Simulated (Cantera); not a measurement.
Charge: 1 mol Si, 3.1 mol Br₂, held at 1675 K and 0.160 bar.

Method: chemical equilibrium by Gibbs-energy minimisation in Cantera with the NASA 1993 tables (ideal gas, pure condensed phases). Candidate condensed phases: Br₂, Si; 9 gas species. The tables' values for SiBr₃ are old estimates; treat these amounts as uncertain. Kinetics and transport are ignored.

Base state: Br 0.556, SiBr₄ 0.328, Br₂ 0.104, SiBr₃ 0.00947, SiBr₂ 0.00303 (mole fractions); condensed: gas only.

### Question
What changes in the equilibrium state with this change: 0.051 mol NH₃ added?

### Answer
```csv
species,before,after
Br,0.556,0.518
SiBr₄,0.328,0.319
Br₂,0.104,0.0901
HBr,0,0.0509
N₂,0,0.00849
SiBr₂,0.00303,0.00340
SiBr₃,0.00947,0.00991
```
Further candidate phases: Si₃N₄.

### Question
What changes in the equilibrium state with this change: temperature from 1675 K to 1375 K?

### Answer
```tsv
species	before	after
SiBr₄	0.328	0.424
Br₂	0.104	0.358
Br	0.556	0.217
SiBr₂	0.00303	2.91e-6
SiBr₃	0.00947	0.000202
```

### Question
What changes in the equilibrium state with this change: temperature from 1675 K to 1373 K?

### Answer
```json
[
 {"species": "SiBr₄", "before": "0.328", "after": "0.425"},
 {"species": "Br₂", "before": "0.104", "after": "0.360"},
 {"species": "Br", "before": "0.556", "after": "0.215"},
 {"species": "SiBr₂", "before": "0.00303", "after": "2.76e-6"},
 {"species": "SiBr₃", "before": "0.00947", "after": "0.000197"}
]
```
